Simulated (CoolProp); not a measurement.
Dimethyl ether at several states: Z from the reference equation and from simpler models built on Tc = 400.4 K, pc = 5.337 MPa, ω = 0.196; each cubic takes its own stable root.

Model: reference Helmholtz-energy equation of state, Wu 2011, in CoolProp.

| T (K) | p (MPa) | phase | reference |
|---|---|---|---|
| 421.5 | 17.6 | supercritical | 0.4686 |
| 522.5 | 0.154 | gas | 0.9956 |
| 325.2 | 0.0232 | gas | 0.9969 |
| 423.8 | 8.11 | supercritical | 0.3282 |
| 413.3 | 10.5 | supercritical | 0.3133 |

### Question
How far does each simpler model (van der Waals, Peng-Robinson) lie from the reference over these 5 states: mean and median of the absolute difference, and the worst?

### Answer
- van der Waals: mean 18.1 %, median 17.7 %, worst +37.3 % at 413.3 K and 10.5 MPa
- Peng-Robinson: mean 4.0 %, median 2.0 %, worst +11.0 % at 423.8 K and 8.11 MPa
